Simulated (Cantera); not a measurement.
## Thermodynamics of carbon deposition, reforming and gasification, feed CO + O₂ + N₂

A closed system holds: 1 mol CO, 0.031 mol O₂, a varied amount of N₂, held at 1048.15 K and 0.0100 bar.

Cantera equilibrium calculation (NASA polynomials, part measured and part estimated; ideal gas, pure solids and liquids). Candidate condensed phases: C; 24 gas species. The numbers say what is thermodynamically allowed, not how fast it happens.

```tsv
n(N₂) (mol)	log p N₂	log p CO	log p CO₂
0.52	-2.47	-2.21	-3.39
0.68	-2.39	-2.25	-3.43
0.89	-2.33	-2.30	-3.48
1.2	-2.26	-2.37	-3.55
1.5	-2.22	-2.43	-3.61
2	-2.18	-2.50	-3.68
2.6	-2.14	-2.58	-3.76
3.5	-2.11	-2.68	-3.86
4.6	-2.09	-2.78	-3.96
6	-2.07	-2.87	-4.05
7.9	-2.05	-2.98	-4.16
10	-2.04	-3.07	-4.25
14	-2.03	-3.20	-4.38
```
log p: log10 of the partial pressure in bar; nothing condenses.

From 0.52 mol N₂ to 14 mol N₂ nothing is condensed. The main C-bearing gas is CO throughout.
